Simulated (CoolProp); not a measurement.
Saturation properties of propylene.

Computed with CoolProp (reference Helmholtz-energy equation of state, Lemmon 2013).

```
T (K)  p (MPa)  vapour density (kg/m³)  enthalpy of vaporisation (kJ/kg)  liquid viscosity (µPa s)  vapour viscosity (µPa s)
-----  -------  ----------------------  --------------------------------  ------------------------  ------------------------
266.8   0.4809                   10.21                             387.0                       128                      7.59
272.8   0.5780                   12.20                             378.1                       121                      7.80
278.9   0.6909                   14.53                             368.6                       114                      8.03
284.9   0.8170                   17.16                             358.8                       108                      8.28
291     0.9618                   20.22                             348.2                       102                      8.55
297      1.122                   23.67                             337.1                      96.1                      8.84
303      1.300                   27.61                             325.3                      90.7                      9.17
309.1    1.502                   32.22                             312.4                      85.5                         …
315.1    1.722                   37.44                             298.8                      80.6                      9.93
321.1    1.965                   43.49                             284.0                      75.8                      10.4
327.2    2.237                   50.68                             267.5                         …                      10.9
333.2    2.531                   59.06                             249.5                      66.2                      11.6
339.3    2.858                   69.34                             228.9                      61.4                      12.3
345.3    3.210                   81.92                                 …                      56.4                      13.3
351.3    3.595                       …                             176.7                      51.0                      14.6
```

Task: Some entries are withheld; supply them.

Result: 
- 309.1, vapour viscosity (µPa s): 9.53
- 327.2, liquid viscosity (µPa s): 70.9
- 345.3, enthalpy of vaporisation (kJ/kg): 205.3
- 351.3, vapour density (kg/m³): 98.33

It boils at 225.5 K under 1 atm.

Viscosity comes from a separate model (Huber 2003), an estimate that may be off by 10 % or more.
